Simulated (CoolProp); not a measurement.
Vapour-liquid equilibrium of R141b (1) + n-pentane (2) at 240 kPa; x and y are mole fractions of (1).

Values from CoolProp's multi-fluid Helmholtz-energy mixture model, Lemmon 2006 and Thol 2019; pair parameters Bell 2016.

```tsv
x	bubble temperature (K)	y at the bubble point	dew temperature at overall composition x (K)	liquid density (mol/L)
0.05	335.9	?	?	?
0.15	334.1	0.205	334.9	8.293
0.25	332.9	?	333.6	8.463
0.35	332.0	0.400	332.5	8.639
0.45	331.5	0.485	331.7	8.821
0.55	331.2	0.567	331.2	9.010
0.65	331.0	0.651	331.0	9.208
0.75	331.1	?	331.2	9.414
0.85	331.4	0.836	331.5	9.627
0.95	331.9	0.942	332.0	9.849
```

Problem. What belongs in the gaps?

Solution. 
- 0.05, y at the bubble point: 0.077
- 0.05, dew temperature at overall composition x (K): 336.3
- 0.05, liquid density (mol/L): 8.126
- 0.25, y at the bubble point: 0.309
- 0.75, y at the bubble point: 0.740

y crosses x between x = 0.65 and 0.75: the model has an azeotrope there.

Pair parameters are fitted to limited data, so mixtures are less certain than the pure fluids.
